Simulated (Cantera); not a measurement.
A freely propagating, adiabatic, planar premixed flame of 25.8 % H2, 15.5 % O2, 58.6 % N2, equivalence ratio 0.83, unburnt at 550 K and 0.730 atm; multicomponent transport, grid criteria slope 0.08 and curve 0.16, no radiation.

Model: the H2/O2 subset of GRI-Mech 3.0, which has no nitrogen chemistry, integrated in Cantera. Burning velocities carry a grid error of a few per cent, more on coarse grids.

**Question.** Predict: laminar burning velocity; thermal thickness; peak x(H2O2); peak x(OH); peak x(H).

**Answer.** 
- laminar burning velocity = 525 cm/s
- thermal thickness = 0.652 mm
- peak x(H2O2) = 1.84e-5
- peak x(OH) = 0.0172
- peak x(H) = 0.0455
